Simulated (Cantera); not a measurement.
# Ignition delay

Mixture: 11.8 % CO, 0.648 % H2, 14.1 % O2, 73.4 % N2, equivalence ratio 0.44, at 1050 Torr, adiabatic and at constant volume. Ignition delay is the time to a rise of 400 K.

Computed with Cantera and GRI-Mech 3.0 (53 species, 325 reactions). Where the delays flatten at high temperature, the 400 K rule measures the pace of heat release, not the induction time.

```
T0 (K)  delay (ms)
------  ----------
1275         0.192
1375         0.157
1475         0.141
1575         0.136
1675         0.139
1775         0.149
1875         0.164
```
